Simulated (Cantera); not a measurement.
## Reactions in the system C-Ni-S

Cantera with NASA thermochemical tables; ideal gases at 1 bar, condensed phases pure. Values are per mole of reaction as written; species without (g) are pure solids or liquids, kept so even where they would boil at 1 bar.

2 Ni₃S₄ + C ⇌ 6 NiS + CS₂(g)

```tsv
T (K)	ΔH° (kJ)	ΔS° (J/K)	ΔG° (kJ)	log10 K
300	192.0	177.1	138.8	-24.17
450	189.6	170.9	112.7	-13.08
475	188.9	169.5	108.4	-11.92
500	188.2	168.0	104.2	-10.89
525	187.3	166.3	100.0	-9.95
550	186.4	164.6	95.9	-9.11
```

Ni₃S₄ ⇌ NiS₂ + 2 NiS

```csv
T (K),ΔH° (kJ),ΔS° (J/K),ΔG° (kJ),log10 K
300,-6.0,-8.5,-3.4,0.60
450,-6.6,-10.1,-2.1,0.24
475,-6.9,-10.7,-1.8,0.20
500,-7.2,-11.3,-1.5,0.16
525,-7.5,-12.0,-1.2,0.12
550,-7.9,-12.7,-0.9,0.09
```
